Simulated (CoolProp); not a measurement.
A simple Rankine cycle with hydrogen sulfide: condensing at 289.15 K, boiler at 6.4 MPa, turbine inlet 358.6 K, turbine efficiency 0.85, pump efficiency 0.8, no recuperator. Each further row changes one setting.

Computed with CoolProp (reference Helmholtz-energy equation of state, Lemmon 2006). It is a short technical equation, of lower accuracy than the large ones.

```tsv
case	thermal efficiency (%)	net work (kJ/kg)	heat in (kJ/kg)	turbine exit temperature (K)	volume ratio over the turbine
as stated	12.6	52.4	416	289.1	3.75
turbine inlet 378.6 K	13.2	60.9	(withheld)	289.1	3.35
condensing temperature 281.15 K	14.1	60.9	(withheld)	281.1	4.58
boiler pressure 4.48 MPa	(withheld)	48.6	469	289.1	2.39
turbine efficiency 0.75	10.9	45.4	416	289.1	3.82
```

Problem. What belongs in the gaps?

Solution. 
- turbine inlet 378.6 K, heat in (kJ/kg): 463
- condensing temperature 281.15 K, heat in (kJ/kg): 433
- boiler pressure 4.48 MPa, thermal efficiency (%): 10.4

The expansion ends wet for: as stated; turbine inlet 378.6 K; condensing temperature 281.15 K; boiler pressure 4.48 MPa; turbine efficiency 0.75.
